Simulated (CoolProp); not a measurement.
Saturation properties of R142b.

The numbers come from the reference Helmholtz-energy equation of state, Lemmon 2006 in CoolProp. It is a short technical equation, of lower accuracy than the large ones.

```csv
T (K),p (MPa),vapour density (kg/m³),surface tension (mN/m)
208.1,0.005038,0.2941,23.7
225.9,0.01584,0.8573,21.1
243.6,0.04080,2.070,18.7
261.4,0.09098,4.375,16.2
279.1,0.1798,8.291,13.9
296.9,0.3250,14.56,11.6
314.6,0.5440,24.00,9.39
332.4,0.8601,37.98,7.28
350.1,1.293,58.28,5.29
```

It boils at 264.0 K under 1 atm.

Surface tension comes from a separate correlation (Mulero 2012).
